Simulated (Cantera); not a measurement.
A perfectly stirred reactor is fed with H₂ : O₂ : N₂ = 1.3 : 1 : 6.4 (molar parts), equivalence ratio 0.65, at 100.0 Torr; it is held at 873 K, and followed from long to short residence time.

Computed with Cantera and the H2/O2 subset of GRI-Mech 3.0, which has no nitrogen chemistry. Radical loss at walls, strong at low pressure, is not modelled. Below about 950 K walls govern HO2 and H2O2 in real vessels. The temperature is held fixed by assumption; the heat of reaction is taken as removed at once.

x: mole fraction; the columns are a selection and need not sum to one.

| τ (s) | x H₂ | x O₂ | x O | x HO₂ | x OH | x H₂O | x H |
|---|---|---|---|---|---|---|---|
| 4.6 | 0.00398 | 0.0454 | 7.03e-6 | 1.05e-5 | 5.66e-6 | 0.157 | 7.34e-6 |
| 1.6 | ___ | 0.0460 | ___ | 1.14e-5 | ___ | 0.156 | ___ |
| 0.56 | 0.00756 | 0.0471 | 3.26e-5 | 1.23e-5 | 2.39e-5 | 0.153 | 5.74e-5 |
| 0.19 | 0.0115 | 0.0489 | 6.46e-5 | 1.34e-5 | 4.51e-5 | 0.149 | 0.000160 |
| 0.068 | 0.0175 | 0.0518 | 0.000118 | 1.44e-5 | 7.89e-5 | 0.142 | 0.000413 |
| 0.024 | 0.0270 | 0.0564 | 0.000211 | 1.55e-5 | 0.000133 | 0.132 | 0.00103 |
| 0.0083 | 0.0418 | 0.0637 | 0.000366 | 1.66e-5 | 0.000216 | 0.115 | 0.00242 |
| 0.0029 | ___ | ___ | ___ | 1.74e-5 | ___ | ___ | ___ |
| 0.0010 | 0.0937 | 0.0895 | 0.000823 | 1.73e-5 | 0.000379 | 0.0549 | 0.00797 |

Q: Complete the blanks.

A: 
- 1.6, x H₂: 0.00529
- 1.6, x O: 1.58e-5
- 1.6, x OH: 1.21e-5
- 1.6, x H: 2.07e-5
- 0.0029, x H₂: 0.0633
- 0.0029, x O₂: 0.0744
- 0.0029, x O: 0.000595
- 0.0029, x OH: 0.000317
- 0.0029, x H₂O: 0.0898
- 0.0029, x H: 0.00498
